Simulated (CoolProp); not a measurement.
A simple Rankine cycle with n-perfluoropentane: condensing at 319.15 K, boiler at 1.74 MPa, turbine inlet 499 K, turbine efficiency 0.7, pump efficiency 0.7, no recuperator. Each further row changes one setting.

Computed with CoolProp (reference Helmholtz-energy equation of state, Gao 2022).

| case | thermal efficiency (%) | net work (kJ/kg) | heat in (kJ/kg) | turbine exit temperature (K) | volume ratio over the turbine |
|---|---|---|---|---|---|
| as stated | 7.7 | 19.0 | 248 | 470.8 | 10.7 |
| condensing temperature 311.15 K | 8.3 | 21.4 | 257 | 468.1 | 13.9 |
| boiler pressure 1.22 MPa | 6.6 | 16.7 | 252 | 476.5 | 7.15 |
| turbine efficiency 0.6 | 6.5 | 16.1 | 248 | 473.6 | 10.7 |
